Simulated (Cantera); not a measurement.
Input (Python, Cantera) and output of one run.

```python
import numpy as np
import cantera as ct

gas_names = """
    H HNO HNO2 HNO3 HO2 H2 H2O H2O2 N NH NH2 NH3 NH2OH NO NO2 NO3 N2 N2H2 N2H4 N2O O OH O2 O3 Si SiH
    SiH2 SiH3 SiH4 SiN SiO SiO2 Si2 Si2N Si3
""".split()
cond_names = """
    H2O(s) H2O(L) Si(cr) Si(L) SiO2(Lqz) SiO2(hqz) SiO2(L) Si2N2O(s) Si3N4(a)
""".split()


def load(file, names, dense=False):
    # The tables refer to 1 bar. Condensed volumes are neglected.
    table = {s.name: s for s in ct.Species.list_from_file(file)}
    out = []
    for n in names:
        d = dict(table[n].input_data)
        d["thermo"] = dict(d["thermo"], **{"reference-pressure": 1e5})
        if dense:
            d["equation-of-state"] = {"model": "constant-volume", "density": "1e6 g/cm^3"}
        out.append(ct.Species.from_dict(d))
    return out


gas = ct.Solution(thermo="ideal-gas", species=load("nasa_gas.yaml", gas_names))
cond = {s.name: ct.Solution(thermo="fixed-stoichiometry", species=[s], name=s.name)
        for s in load("nasa_condensed.yaml", cond_names, dense=True)}
atoms = {
    'Si3N4': {'Si': 3, 'N': 4},
    'H2O': {'H': 2, 'O': 1},
    'H2': {'H': 2},
}
top_T = {'Si2N2O(s)': 2100, 'Si3N4(a)': 2400}  # K; cautious upper limits of use, not melting points


def equilibrate(T, P, feed):
    n = {}
    for name, mol in feed.items():
        for a, k in atoms[name].items():
            n[a] = n.get(a, 0.0) + k * mol
    gas.TPX = T, P, n
    mass = sum(n.values()) * gas.mean_molecular_weight
    gas.equilibrate("TP")
    valid = [c for c in cond.values() if c.min_temp <= T <= top_T.get(c.name, c.max_temp)]
    mix = ct.Mixture([(gas, mass / gas.mean_molecular_weight)] + [(c, 0.0) for c in valid])
    mix.T, mix.P = T, P
    mix.equilibrate("TP", solver="vcs", rtol=1e-11, max_steps=5000)
    return mix


results = []
feed = {'Si3N4': 1, 'H2O': 2.9, 'H2': 82}  # mol
T = 1473.15  # K
for P in [0.1, 0.6, 3.6, 22, 130, 770, 4600, 28000, 170000, 1000000]:
    mix = equilibrate(T, P, feed)
    results.append((T, P, feed, dict(zip(mix.species_names, mix.species_moles))))
    x = sorted(zip(gas.X, gas.species_names), reverse=True)
    print(f"T = {T:g} K  P = {P:g} Pa  gas = {mix.phase_moles(0):.4g} mol")
    print("   x: " + "  ".join(f"{s} {v:.3e}" for v, s in x if v > 0.0001))
    print("   condensed (mol): " + ("  ".join(f"{mix.phase(i).name} {mix.phase_moles(i):.4g}"
          for i in range(1, mix.n_phases) if mix.phase_moles(i) > 1e-12) or "none"))
```

Output:

```
T = 1473.15 K  P = 0.1 Pa  gas = 90.45 mol
   x: H2 9.325e-01  SiO 3.206e-02  N2 2.211e-02  H 1.224e-02  Si 1.101e-03
   condensed (mol): none
T = 1473.15 K  P = 0.6 Pa  gas = 90.11 mol
   x: H2 9.397e-01  SiO 3.218e-02  N2 2.219e-02  H 5.016e-03  Si 9.158e-04
   condensed (mol): Si(cr) 0.0163
T = 1473.15 K  P = 3.6 Pa  gas = 89.91 mol
   x: H2 9.433e-01  SiO 3.226e-02  N2 2.225e-02  H 2.052e-03  Si 1.526e-04
   condensed (mol): Si(cr) 0.0858
T = 1473.15 K  P = 22 Pa  gas = 89.64 mol
   x: H2 9.467e-01  SiO 3.125e-02  N2 2.121e-02  H 8.314e-04
   condensed (mol): Si2N2O(s) 0.09907
T = 1473.15 K  P = 130 Pa  gas = 89.18 mol
   x: H2 9.518e-01  SiO 2.772e-02  N2 2.007e-02  H 3.430e-04
   condensed (mol): SiO2(hqz) 0.1081  Si2N2O(s) 0.2099
T = 1473.15 K  P = 770 Pa  gas = 86.22 mol
   x: H2 9.846e-01  N2 1.222e-02  SiO 3.052e-03  H 1.433e-04
   condensed (mol): SiO2(hqz) 0.8437  Si2N2O(s) 0.9465
T = 1473.15 K  P = 4600 Pa  gas = 85.9 mol
   x: H2 9.883e-01  N2 1.133e-02  SiO 2.887e-04
   condensed (mol): SiO2(hqz) 0.9218  Si2N2O(s) 1.027
T = 1473.15 K  P = 28000 Pa  gas = 85.87 mol
   x: H2 9.886e-01  N2 1.123e-02  H2O 1.053e-04
   condensed (mol): SiO2(hqz) 0.9266  Si2N2O(s) 1.036
T = 1473.15 K  P = 170000 Pa  gas = 85.86 mol
   x: H2 9.886e-01  N2 1.119e-02  H2O 1.919e-04
   condensed (mol): SiO2(hqz) 0.9223  Si2N2O(s) 1.039
T = 1473.15 K  P = 1e+06 Pa  gas = 85.85 mol
   x: H2 9.885e-01  N2 1.111e-02  H2O 3.455e-04
   condensed (mol): SiO2(hqz) 0.9136  Si2N2O(s) 1.043
```

These are equilibrium values from Cantera (NASA tables, ideal gas, pure condensed phases), not measurements of a reactor. Mutual solubility and eutectic melting of coexisting phases are not modelled. The tables hold silica as quartz up to 1696 K and as liquid above; real silica turns to tridymite and cristobalite and melts near 1996 K.
